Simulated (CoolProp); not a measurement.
Computed with CoolProp (reference Helmholtz-energy equation of state, Tillner-Roth 1997).

**Question.** For CH2F2 (R32), give the phase and the cp (kJ/(kg K)), isothermal compressibility (1/MPa), viscosity (µPa s), conductivity (mW/(m K)) at 396 K and 14.5 bar; 396 K and 21.7 bar; 396 K and 72.3 bar.

**Answer.** 
- 396 K and 14.5 bar: gas; cp 1.08, isothermal compressibility 0.739, viscosity 17.7, conductivity 24.3
- 396 K and 21.7 bar: gas; cp 1.14, isothermal compressibility 0.513, viscosity 17.8, conductivity 25.4
- 396 K and 72.3 bar: supercritical; cp 2.01, isothermal compressibility 0.229, viscosity 20.8, conductivity 37.7

Viscosity comes from a separate model (Bell 2016), an estimate that may be off by 10 % or more. Thermal conductivity comes from a separate model (Huber 2003), an estimate that may be off by 10 % or more.
